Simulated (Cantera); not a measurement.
**Ignition delay**

Mixture: 3.69 % CH4, 5.16 % CO, 10.1 % O2, 81.1 % N2, at 21000 Torr, adiabatic and at constant volume. Ignition delay is the time to a rise of 400 K.

Computed with Cantera and GRI-Mech 3.0 (53 species, 325 reactions). The pressure lies above the range GRI-Mech 3.0 was tuned for (to about 10 atm).

```csv
T0 (K),delay (ms)
1100,30.0
1150,13.2
1200,6.20
1250,3.06
1300,1.58
1350,0.851
1400,0.475
1450,0.274
1500,0.163
1550,0.0994
```

* **apparent activation energy between 1450 and 1550 K**: 190 kJ/mol
